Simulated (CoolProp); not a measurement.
The fluid at 406.72 K and 5.63 MPa expands adiabatically to 0.392 MPa with isentropic efficiency 1. The same conditions are run with several fluids, on thermodynamics alone (safety and materials aside).

Computed with CoolProp (reference Helmholtz-energy equation of state of each fluid (propyne: Polt 1992; nitrous oxide: Lemmon 2006; CH3F (R41): Lemmon 2006; CH2F2 (R32): Tillner-Roth 1997)). The equations of Platzer and Polt are older, rougher fits.

### Question
Rank propyne, nitrous oxide, CH3F (R41), CH2F2 (R32) by work (kJ/kg), highest first.

### Answer
CH3F (R41) (173), nitrous oxide (141), propyne (123), CH2F2 (R32) (110)

```json
[
 {"fluid": "propyne", "final temperature (K)": "285.0", "final phase": "two-phase, vapour fraction 0.847", "final density (kg/m³)": "8.53"},
 {"fluid": "nitrous oxide", "final temperature (K)": "221.1", "final phase": "gas", "final density (kg/m³)": "9.95"},
 {"fluid": "CH3F (R41)", "final temperature (K)": "223.3", "final phase": "two-phase, vapour fraction 0.994", "final density (kg/m³)": "8.02"},
 {"fluid": "CH2F2 (R32)", "final temperature (K)": "252.2", "final phase": "two-phase, vapour fraction 0.945", "final density (kg/m³)": "11.4"}
]
```
